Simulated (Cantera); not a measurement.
# Catalytic stagnation flow on Pt

A jet of 1.23 % CH4, 17.5 % O2, 81.3 % N2 at 300 K and 0.247 atm hits a platinum plate 4.3 cm away at a mass flux of 0.11 kg/m²/s; the plate temperature is set and raised in steps from an oxygen-covered start.

Model: Deutschmann's 1995 Pt surface mechanism with GRI-Mech 3.0 gas chemistry, integrated in Cantera. Catalytic surfaces can have several steady states; this one follows from the mechanism file's or the stated starting coverage.

| plate T (K) | wall x CH4 | wall x O2 | wall x H2O | wall x OH | wall x CO | wall x CO2 | θ free Pt | θ O* | θ OH* |
|---|---|---|---|---|---|---|---|---|---|
| 900 | 0.00884 | 0.167 | 0.00653 | 1.30e-8 | 2.75e-6 | 0.00429 | 0.135 | 0.865 | 0.000917 |
| 950 | 0.00673 | 0.163 | 0.0104 | 4.33e-8 | 2.87e-6 | 0.00686 | 0.188 | 0.810 | 0.00108 |
| 1000 | 0.00492 | 0.159 | 0.0137 | 1.20e-7 | 2.80e-6 | 0.00906 | 0.247 | 0.752 | 0.00114 |
| 1050 | 0.00360 | 0.156 | 0.0161 | 2.96e-7 | 2.68e-6 | 0.0107 | 0.308 | 0.691 | 0.00112 |
| 1100 | 0.00269 | 0.154 | 0.0178 | 6.56e-7 | 2.59e-6 | 0.0117 | 0.369 | 0.630 | 0.00105 |
x: mole fraction at the wall; θ: surface coverage.
